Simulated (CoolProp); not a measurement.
The fluid at 330.09 K and 7.23 MPa flows at 12 m/s in a round tube of 25 mm bore and 15 µm roughness, fully developed (64/Re and Nu = 3.66 if laminar; Colebrook and Gnielinski if turbulent). The same conditions are run with several fluids, on thermodynamics alone (safety and materials aside).

Model: reference Helmholtz-energy equation of state of each fluid (oxygen: Schmidt 1985; nitrogen: Span 2000; R13: Platzer 1990; methane: Setzmann 1991; normal hydrogen: Leachman 2009), in CoolProp. The equations of Platzer and Polt are older, rougher fits.

| fluid | Reynolds number | Darcy friction factor | pressure drop (Pa/m) | heat-transfer coefficient (W/(m² K)) | mass flow (kg/h) |
|---|---|---|---|---|---|
| oxygen | 1080000 | 0.0178 | 4410 | 2590 | 1820 |
| nitrogen | 1070000 | 0.0178 | 3750 | 2470 | 1550 |
| R13 | 4910000 | 0.0175 | 35100 | 24300 | 14800 |
| methane | 1010000 | 0.0178 | 2340 | 3530 | 967 |
| normal hydrogen | 159000 | 0.0197 | 290 | 2550 | 108 |

Above 300 K oxygen's equation is extrapolated.

Transport values come from each fluid's own correlations; those of R13 are estimates that may be off by 10 % or more.
